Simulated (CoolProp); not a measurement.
The numbers come from the reference Helmholtz-energy equation of state, Lemmon 2006 in CoolProp. It is a short technical equation, of lower accuracy than the large ones.

**Question.** For carbonyl sulfide, give the phase and the cp (kJ/(kg K)), cv (kJ/(kg K)), Joule-Thomson coefficient (K/MPa), isothermal compressibility (1/MPa) at 76.65 °C and 7.78 MPa.

**Answer.** 
- 76.65 °C and 7.78 MPa: liquid; cp 1.61, cv 0.726, Joule-Thomson coefficient 0.524, isothermal compressibility 0.0112
